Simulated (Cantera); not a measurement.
**n-butane + CO2 + N2 (carbon deposition, reforming and gasification)**

Input: 1 mol n-butane, 0.37 mol CO2, 0.35 mol N2, held at 923.15 K and 0.435 Torr.

Method: chemical equilibrium by Gibbs-energy minimisation in Cantera with the NASA 1993 tables (ideal gas, pure condensed phases). Candidate condensed phases: C, C6H6, C7H8, C8H18, H2O; 136 gas species. Equilibrium is a limit: real reactors are often held back by kinetics, nucleation or transport.

```json
{
 "x(H2)": "0.821",
 "x(CO)": "0.121",
 "x(N2)": "0.0575",
 "x(CH4)": "9.08e-5",
 "x(H2O)": "8.90e-5",
 "x(CO2)": "2.69e-5",
 "n(C(graphite))": "3.63 mol",
 "gas_amount": "6.089 mol"
}
```
